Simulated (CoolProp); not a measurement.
Saturation properties of R152A.

The numbers come from the reference Helmholtz-energy equation of state, Outcalt 1996 in CoolProp. It is a modified Benedict-Webb-Rubin equation, recast in Helmholtz form.

| T (°C) | p (MPa) | enthalpy of vaporisation (kJ/kg) | surface tension (mN/m) | liquid viscosity (µPa s) | vapour viscosity (µPa s) |
|---|---|---|---|---|---|
| -93.35 | 0.001120 | 385.6 | 27.2 | [?] | 6.62 |
| -71.45 | 0.006892 | 368.6 | 23.8 | 608 | 7.44 |
| -49.55 | 0.02814 | [?] | 20.4 | 421 | 8.28 |
| -27.65 | 0.08606 | 333.1 | 17.1 | 308 | 9.12 |
| -5.65 | 0.2145 | 312.8 | 13.9 | 232 | 9.97 |
| 16.25 | 0.4563 | 289.6 | [?] | 179 | 10.8 |
| 38.15 | 0.8652 | 262.5 | 7.98 | 138 | 11.8 |
| 60.05 | 1.502 | 229.3 | 5.26 | 107 | 12.9 |
| 82.05 | 2.445 | 185.5 | 2.76 | 80.9 | 14.6 |

Problem. Complete the blanks.

Solution. 
- -93.35, liquid viscosity (µPa s): 968
- -49.55, enthalpy of vaporisation (kJ/kg): 351.4
- 16.25, surface tension (mN/m): 10.9

It boils at -24.0 °C under 1 atm.

Viscosity comes from a separate model (Bell 2016), an estimate that may be off by 10 % or more. Surface tension comes from a separate correlation (Mulero 2012).
